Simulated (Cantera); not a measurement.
An adiabatic, constant-volume homogeneous reactor starts with 3.32 % CH4, 0.126 % H2, 20.3 % O2, 76.3 % N2, at 1525 K and 1.00 atm.

Detailed kinetics in Cantera: GRI-Mech 3.0 (53 species, 325 reactions).

Predict: time of steepest temperature rise; temperature at 0.600 s; equilibrium temperature; x(H2) at 0.600 s; x(O2) at 0.600 s; x(O) at 0.600 s; x(NO) at 0.600 s.


```
Quantity                                                              Result
---------------------------------  -----------------------------------------
time of steepest temperature rise                                   0.568 ms
temperature at 0.600 s                                                2340 K
equilibrium temperature                                               2340 K
x(H2) at 0.600 s                   0.000377 (gas-phase equilibrium 0.000377)
x(O2) at 0.600 s                         0.128 (gas-phase equilibrium 0.128)
x(O) at 0.600 s                      0.00180 (gas-phase equilibrium 0.00180)
x(NO) at 0.600 s                       0.0130 (gas-phase equilibrium 0.0130)
```
